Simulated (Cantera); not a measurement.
An isothermal, constant-pressure homogeneous reactor starts with CO : O2 : H2O : N2 = 0.0049 : 0.04 : 0.00014 : 1 (molar parts), at 1273 K and 2.20 bar.

Computed with Cantera and GRI-Mech 3.0 (53 species, 325 reactions).

x: mole fraction; the columns are a selection and need not sum to one.

```csv
t (s),x CO,x O2,x H2O,x NO2,x H2,x OH,x NO
0.000500,0.00469,0.0383,0.000134,<1e-12,<1e-12,5.23e-10,<1e-12
0.00101,0.00469,0.0383,0.000134,<1e-12,6.23e-12,1.68e-9,<1e-12
0.00206,0.00469,0.0383,0.000134,<1e-12,4.75e-11,6.66e-9,<1e-12
0.00417,0.00469,0.0383,0.000134,<1e-12,7.35e-10,5.12e-8,<1e-12
0.00847,0.00459,0.0382,0.000132,8.74e-12,1.57e-7,2.28e-6,3.78e-10
0.0172,0.00320,0.0375,0.000129,2.19e-9,5.80e-7,6.52e-6,?
0.0349,0.00159,0.0368,0.000131,1.26e-8,3.02e-7,4.97e-6,?
0.0707,0.000600,0.0363,0.000132,3.20e-8,1.13e-7,3.34e-6,?
0.143,0.000175,0.0361,0.000133,5.64e-8,3.09e-8,2.07e-6,?
0.291,3.97e-5,0.0360,0.000134,7.44e-8,6.49e-9,1.25e-6,1.57e-6
0.590,6.71e-6,0.0360,0.000134,6.80e-8,1.22e-9,7.37e-7,1.67e-6
1.20,8.48e-7,0.0360,0.000134,4.37e-8,2.63e-10,4.20e-7,1.72e-6
2.43,8.48e-8,0.0360,0.000134,2.25e-8,6.67e-11,2.30e-7,1.74e-6
4.93,6.83e-9,0.0360,0.000134,1.38e-8,2.83e-11,1.55e-7,1.75e-6
10.0,1.53e-9,0.0360,0.000134,1.30e-8,2.56e-11,1.48e-7,1.75e-6
```

Problem. What belongs in the gaps?

Solution. 
- 0.0172, x NO: 9.53e-8
- 0.0349, x NO: 4.69e-7
- 0.0707, x NO: 9.63e-7
- 0.143, x NO: 1.35e-6
